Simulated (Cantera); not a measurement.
Low-pressure radical oxidation in H2/O2

An isothermal, constant-pressure homogeneous reactor starts with 8.00 % H2, 92.0 % O2, at 1423 K and 13.5 Torr.

Model: GRI-Mech 3.0 (53 species, 325 reactions), integrated in Cantera. Radical loss at walls, strong at low pressure, is not modelled. The temperature is held fixed by assumption; the heat of reaction is taken as removed at once.

```tsv
t (s)	x H2	x O2	x H2O2	x O	x H	x OH	x HO2
0.000300	0.0798	0.920	5.70e-9	8.85e-5	5.21e-5	7.36e-5	1.02e-6
0.000773	0.00439	0.860	1.42e-7	0.0474	0.0145	0.0115	3.83e-6
0.00199	0.00194	0.858	1.03e-7	0.0513	0.0120	0.00917	3.58e-6
0.00514	0.00178	0.864	1.03e-7	0.0462	0.0103	0.00880	3.52e-6
0.0132	0.00141	0.876	9.89e-8	0.0357	0.00704	0.00790	3.34e-6
0.0341	0.000814	0.894	8.56e-8	0.0198	0.00293	0.00606	2.78e-6
0.0879	0.000277	0.908	5.67e-8	0.00653	0.000560	0.00356	1.67e-6
0.227	6.08e-5	0.914	2.73e-8	0.00141	5.65e-5	0.00167	6.28e-7
0.584	1.20e-5	0.916	1.09e-8	0.000277	4.93e-6	0.000745	1.89e-7
1.51	2.68e-6	0.916	4.14e-9	6.21e-5	5.22e-7	0.000353	8.73e-8
3.88	7.88e-7	0.917	1.89e-9	1.82e-5	8.33e-8	0.000191	9.02e-8
10.0	4.37e-7	0.917	1.42e-9	1.01e-5	3.45e-8	0.000143	1.08e-7
```
x: mole fraction; the columns are a selection and need not sum to one.

Equilibrium at this temperature and pressure: H2 4.17e-7, O2 0.917, H2O2 1.39e-9, O 9.67e-6, H 3.22e-8, OH 0.000139, HO2 1.10e-7 (gas phase only).
